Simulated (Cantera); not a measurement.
Input (Python, Cantera) and output of one run.

```python
import numpy as np
import cantera as ct

gas_names = [...]  # 62 gases of nasa_gas.yaml made of B, F, H, N, O
cond_names = """
    B(b) B(L) BN(s) B2O3(L) B3O3H3(cr) H2O(s) H2O(L)
""".split()


# ... load() reads the species with a 1 bar reference pressure and builds the phases ...
atoms = {
    'B2O3': {'B': 2, 'O': 3},
    'HF': {'H': 1, 'F': 1},
    'N2': {'N': 2},
}
top_T = {'BN(s)': 3200}  # K; cautious upper limits of use, not melting points


# ... equilibrate(T, P, feed) seeds the gas with the atoms and calls Mixture.equilibrate('TP', solver="vcs", rtol=1e-11, max_steps=5000) ...
results = []
feed = {'B2O3': 1, 'HF': 2.2, 'N2': 40}  # mol
P = 55000  # Pa
for T in [1148, 1223, 1298, 1373, 1448, 1523, 1598, 1673, 1748]:
    mix = equilibrate(T, P, feed)
    results.append((T, P, feed, dict(zip(mix.species_names, mix.species_moles))))
    x = sorted(zip(gas.X, gas.species_names), reverse=True)
    print(f"T = {T:g} K  P = {P:g} Pa  gas = {mix.phase_moles(0):.4g} mol")
    print("   x: " + "  ".join(f"{s} {v:.3e}" for v, s in x if v > 0.001))
    print("   condensed (mol): " + ("  ".join(f"{mix.phase(i).name} {mix.phase_moles(i):.4g}"
          for i in range(1, mix.n_phases) if mix.phase_moles(i) > 1e-12) or "none"))
```

Output:

```
T = 1148 K  P = 55000 Pa  gas = 41.98 mol
   x: N2 9.529e-01  HF 1.917e-02  H2O 1.655e-02  BF3 9.765e-03  B3O3F3 1.222e-03
   condensed (mol): B2O3(L) 0.7094
T = 1223 K  P = 55000 Pa  gas = 42.01 mol
   x: N2 9.522e-01  HF 2.106e-02  H2O 1.553e-02  BF3 8.948e-03  B3O3F3 1.187e-03
   condensed (mol): B2O3(L) 0.7133
T = 1298 K  P = 55000 Pa  gas = 42.07 mol
   x: N2 9.508e-01  HF 2.258e-02  H2O 1.459e-02  BF3 7.970e-03  BOF 2.478e-03  B3O3F3 1.107e-03
   condensed (mol): B2O3(L) 0.6994
T = 1373 K  P = 55000 Pa  gas = 42.19 mol
   x: N2 9.481e-01  HF 2.343e-02  H2O 1.379e-02  BF3 6.643e-03  BOF 5.924e-03  HBO2 1.115e-03
   condensed (mol): B2O3(L) 0.6503
T = 1448 K  P = 55000 Pa  gas = 42.39 mol
   x: N2 9.436e-01  HF 2.309e-02  H2O 1.322e-02  BOF 1.223e-02  BF3 4.812e-03  HBO2 2.330e-03
   condensed (mol): B2O3(L) 0.5432
T = 1523 K  P = 55000 Pa  gas = 42.69 mol
   x: N2 9.370e-01  BOF 2.127e-02  HF 2.095e-02  H2O 1.299e-02  HBO2 4.554e-03  BF3 2.696e-03
   condensed (mol): B2O3(L) 0.362
T = 1598 K  P = 55000 Pa  gas = 43.02 mol
   x: N2 9.297e-01  BOF 3.060e-02  HF 1.685e-02  H2O 1.292e-02  HBO2 8.363e-03  BF3 1.063e-03
   condensed (mol): B2O3(L) 0.1169
T = 1673 K  P = 55000 Pa  gas = 43.18 mol
   x: N2 9.264e-01  BOF 3.431e-02  HF 1.517e-02  H2O 1.259e-02  HBO2 1.045e-02
   condensed (mol): none
T = 1748 K  P = 55000 Pa  gas = 43.19 mol
   x: N2 9.261e-01  BOF 3.457e-02  HF 1.562e-02  H2O 1.238e-02  HBO2 1.031e-02
   condensed (mol): none
```

Method: chemical equilibrium by Gibbs-energy minimisation in Cantera with the NASA 1993 tables (ideal gas, pure condensed phases). Gases not in the tables: H3BO3.
